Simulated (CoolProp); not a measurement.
The numbers come from the reference Helmholtz-energy equation of state, McLinden 2015 in CoolProp.

### Question
For the fluoroketone C6F12O (FK-5-1-12), give the phase and the Z, cp (kJ/(kg K)), speed of sound (m/s), expansivity (1/kK) at 440.4 K and 9.01 MPa; 485.1 K and 9.01 MPa; 490.1 K and 9.01 MPa.

### Answer
- 440.4 K and 9.01 MPa: liquid; Z 0.638, cp 1.21, speed of sound 265, expansivity 2.84
- 485.1 K and 9.01 MPa: supercritical; Z 0.668, cp 1.27, speed of sound 203, expansivity 3.59
- 490.1 K and 9.01 MPa: supercritical; Z 0.674, cp 1.27, speed of sound 198, expansivity 3.67
